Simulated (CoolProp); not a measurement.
A single-stage vapour-compression cycle with the fluid: evaporating at 247.15 K (dew point), condensing at 306.15 K (bubble point), superheat 5 K, subcooling 5 K, compressor efficiency 0.85, no pressure losses. The same conditions are run with several fluids, on thermodynamics alone (safety and materials aside).

Model: reference Helmholtz-energy equation of state of each fluid (R115: Lemmon 2016; R1336mzz(E): Akasaka 2023; R142b: Lemmon 2006; R227EA: Lemmon 2016; sulfur hexafluoride: Guder 2009; vinyl chloride: Thol 2022), in CoolProp.

```tsv
fluid	cooling COP	pressure ratio	discharge temperature (K)	refrigerating effect (kJ/kg)	volumetric capacity (kJ/m³)
R115	2.45	6.28	307.6	67.9	939
R1336mzz(E)	2.72	12.6	307.9	108	173
R142b	2.92	8.86	329.9	168	400
R227EA	2.54	8.81	306.1	79.0	434
sulfur hexafluoride	2.00	5.03	315.3	46.5	2080
vinyl chloride	2.98	8.32	368.0	288	524
```

The compression ends wet for: R227EA.
